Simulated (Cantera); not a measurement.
A perfectly stirred reactor is fed with NO : N₂ = 1 : 6.4 (molar parts), at 0.987 atm; it is held at 1800 K, and followed from long to short residence time.

Computed with Cantera and GRI-Mech 3.0 (53 species, 325 reactions).

### Question
What does this change do: 0.04 parts H2O added?

### Answer
```json
[
 {"quantity": "x(NO) at τ = 18.0 s", "before": "0.0687", "after": "0.0681"},
 {"quantity": "x(N₂O) at τ = 18.0 s", "before": "2.07e-6", "after": "1.96e-6"},
 {"quantity": "x(N₂) at τ = 18.0 s", "before": "0.898", "after": "0.893"},
 {"quantity": "x(O) at τ = 18.0 s", "before": "2.26e-5", "after": "2.25e-5"},
 {"quantity": "x(NO₂) at τ = 18.0 s", "before": "6.90e-5", "after": "6.80e-5"},
 {"quantity": "x(NO) at τ = 49.0 ms", "before": "0.135", "after": "0.134"},
 {"quantity": "x(N₂O) at τ = 49.0 ms", "before": "7.45e-6", "after": "6.97e-6"},
 {"quantity": "x(N₂) at τ = 49.0 ms", "before": "0.865", "after": "0.860"},
 {"quantity": "x(O) at τ = 49.0 ms", "before": "5.17e-6", "after": "2.80e-6"},
 {"quantity": "x(NO₂) at τ = 49.0 ms", "before": "2.95e-5", "after": "1.55e-5"}
]
```
